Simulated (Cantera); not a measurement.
**Stirred combustor or abatement burner**

A perfectly stirred reactor is fed with 5.27 % CH4, 19.9 % O2, 74.9 % N2, equivalence ratio 0.53, at 9.40 bar; it is adiabatic with a 425 K inlet, and is followed from long to short residence time, starting on the burning branch (τ in s: 0.4, 0.094, 0.022, 0.0051, 0.0012, 0.00027, 6.4e-05, 1.5e-05, 3.4e-06).

Cantera simulation using GRI-Mech 3.0 (53 species, 325 reactions); the numbers are that mechanism's predictions, not measurements.

| τ (s) | T (K) | x CH4 | x O2 | x H | x NO | x O |
|---|---|---|---|---|---|---|
| 0.40 | 1637 | 3.43e-6 | 0.0933 | 7.55e-8 | 2.98e-6 | 3.25e-6 |
| 0.094 | 1636 | 1.11e-5 | 0.0933 | 2.18e-7 | 1.67e-6 | 5.39e-6 |
| 0.022 | 1633 | 3.40e-5 | 0.0935 | 7.73e-7 | 1.35e-6 | 1.07e-5 |
| 0.0051 | 1624 | 0.000110 | 0.0941 | 2.94e-6 | 1.16e-6 | 2.23e-5 |
| 0.0012 | 1578 | 0.000550 | 0.0972 | 1.03e-5 | 5.27e-7 | 3.83e-5 |
| 0.00027 | 425 | 0.0527 | 0.199 | <1e-12 | <1e-12 | <1e-12 |
| 6.4e-5 | 425 | 0.0527 | 0.199 | <1e-12 | <1e-12 | <1e-12 |
| 1.5e-5 | 425 | 0.0527 | 0.199 | <1e-12 | <1e-12 | <1e-12 |
| 3.4e-6 | 425 | 0.0527 | 0.199 | <1e-12 | <1e-12 | <1e-12 |
x: mole fraction; the columns are a selection and need not sum to one.
